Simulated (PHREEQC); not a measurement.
A PHREEQC input (ion-association model, phreeqc.dat):

```
SOLUTION 1
  temp 25
  units mmol/kgw
  pH 6.08
  pe -0.4
  Na 5.47
  K 0.95
  Ca 1.6
  Mg 0.799
  Cl 3.26
  S(6) 0.476 as SO4
  Alkalinity 18.4 as HCO3
  Br 0.216
  Zn 0.229
  Si 0.135 as SiO2
END
USE solution 1
EQUILIBRIUM_PHASES 1
  Gypsum 0 0
  CO2(g) -3.4 10
END
```

The run finishes without an error or a warning.

Its last state differs from that of the intended input:

```tsv
quantity	as run	intended
pH	9.25	7.68
ionic strength (mol/kgw)	0.0180	0.000490
HCO3- (mol/kgw)	0.0122	0.000298
Zn+2 (mol/kgw)	6.31e-8	2.84e-6
CO3-2 (mol/kgw)	0.00150	7.27e-7
ZnCO3 (mol/kgw)	6.73e-6	3.38e-7
SI of Quartz (SiO2)	-0.00	-1.67
SI of Zn(OH)2(e) (Zn(OH)2)	-0.42	-1.72
```

### Question
One thing in the input isn't as intended. What explains the difference?

### Answer
One answer among several that fit: The fault: the units line changed with the numbers kept. The line should read `units mg/L` where the input has `units mmol/kgw`.
